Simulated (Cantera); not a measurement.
Cantera run, input and output.

```python
import numpy as np
import cantera as ct

gas = ct.Solution("gri30.yaml")
gas.TPX = 1150, 101325, {'N2O': 1}
inlet = ct.Reservoir(gas, clone=True)

reactor = ct.IdealGasConstPressureReactor(gas, energy="off", clone=False)
exhaust = ct.Reservoir(gas, clone=True)
tau = [1, 0.44, 0.19, 0.081, 0.034, 0.015, 0.0063, 0.0027, 0.0012][0]
for a, b in ((inlet, reactor), (reactor, exhaust)):
    ct.MassFlowController(a, b, mdot=lambda t: reactor.mass / tau)
net = ct.ReactorNet([reactor])
show = ['N2O', 'NO2', 'O2', 'N2', 'O', 'NO']

rows = []
print(f"{'tau/s':>10s}{'T/K':>9s}" + "".join(f"{s:>11s}" for s in show))
for tau in [1, 0.44, 0.19, 0.081, 0.034, 0.015, 0.0063, 0.0027, 0.0012]:
    net.initial_time = 0.0
    net.advance(30 * tau)
    before = gas.X
    net.advance(40 * tau)
    drift = np.max(np.abs(gas.X - before) / (gas.X + 1e-9))
    rows.append([gas.T, *gas[show].X, drift])
    print(f"{tau:10.3e}{gas.T:9.1f}" + "".join(f"{x:11.3e}" for x in gas[show].X))
```

Output:

```
     tau/s      T/K        N2O        NO2         O2         N2          O         NO
 1.000e+00   1150.0  7.641e-01  1.518e-04  7.225e-02  1.510e-01  6.754e-07  1.249e-02
 4.400e-01   1150.0  8.772e-01  7.882e-05  3.751e-02  7.850e-02  7.197e-07  6.727e-03
 1.900e-01   1150.0  9.421e-01  3.498e-05  1.765e-02  3.696e-02  7.435e-07  3.226e-03
 8.100e-02   1150.0  9.743e-01  1.334e-05  7.834e-03  1.641e-02  7.547e-07  1.446e-03
 3.400e-02   1150.0  9.890e-01  4.221e-06  3.348e-03  7.014e-03  7.594e-07  6.215e-04
 1.500e-02   1150.0  9.951e-01  1.194e-06  1.488e-03  3.117e-03  7.611e-07  2.772e-04
 6.300e-03   1150.0  9.979e-01  2.646e-07  6.266e-04  1.313e-03  7.613e-07  1.170e-04
 2.700e-03   1150.0  9.991e-01  5.421e-08  2.686e-04  5.631e-04  7.604e-07  5.021e-05
 1.200e-03   1150.0  9.996e-01  1.119e-08  1.190e-04  2.500e-04  7.581e-07  2.227e-05
```

Computed with Cantera and GRI-Mech 3.0 (53 species, 325 reactions). GRI-Mech 3.0 was tuned for natural gas; its chemistry of N2O as a main component is partial and can be far from experiment. The mechanism lacks the step 2 NO + O2 → 2 NO2, which can matter for NO2 below about 1400 K. The temperature is held fixed by assumption; the heat of reaction is taken as removed at once.
